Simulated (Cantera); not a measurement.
A closed system holds: 1 mol Si₃H₈, 0.15 mol Cl₂, 8 mol N₂, 4.3 mol HCl, equilibrated at 370 Pa.

Method: chemical equilibrium by Gibbs-energy minimisation in Cantera with the NASA 1993 tables (ideal gas, pure condensed phases). Candidate condensed phases: NH₄Cl, Si, Si₃N₄; 28 gas species. The feed counts by its element totals alone. N₂ is the only nitrogen source here; it is nearly inert below about 1500 K, so the nitride shown seldom forms there in practice. The tables' values for SiCl₃ are old estimates; treat these amounts as uncertain. Equilibrium is a limit: real reactors are often held back by kinetics, nucleation or transport. All values below are at 1098 K.

Base state: N₂ 0.420, HCl 0.295, H₂ 0.279, SiCl₄ 0.00571, SiCl₃ 0.000134, SiHCl₃ 7.84e-5, SiCl₂ 4.39e-5 (mole fractions); condensed: Si₃N₄(s).

**Question.** What changes in the equilibrium state with this change: HCl from 4.3 to 0.16 mol?

**Answer.** 
| species | before | after |
|---|---|---|
| N₂ | 0.420 | 0.582 |
| H₂ | 0.279 | 0.373 |
| HCl | 0.295 | 0.0446 |
| SiCl₄ | 0.00571 | 1.33e-6 |
| SiCl₃ | 0.000134 | 2.39e-7 |
| SiHCl₃ | 7.84e-5 | 1.62e-7 |
| SiCl₂ | 4.39e-5 | 6.02e-7 |
| Si₃N₄(s), mol | 0.971 | 1.000 |
